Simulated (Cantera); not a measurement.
An isothermal, constant-pressure homogeneous reactor starts with 2.78 % CO, 1.24 % O₂, 0.220 % H₂O, 95.8 % N₂, at 1350 K and 0.266 atm.

Model: GRI-Mech 3.0 (53 species, 325 reactions), integrated in Cantera.

One state of this run: x CO = 0.0108; x O₂ = 0.00365; x H₂O = 0.000745; x CO₂ = 0.0171; x HO₂ = 2.69e-7; x H = 0.00239. x: mole fraction; the columns are a selection and need not sum to one.

### Question
Which value of t (s) does it belong to?
A) 0.0226
B) 0.00229
C) 2.18
D) 10.0

### Answer
A, 0.0226
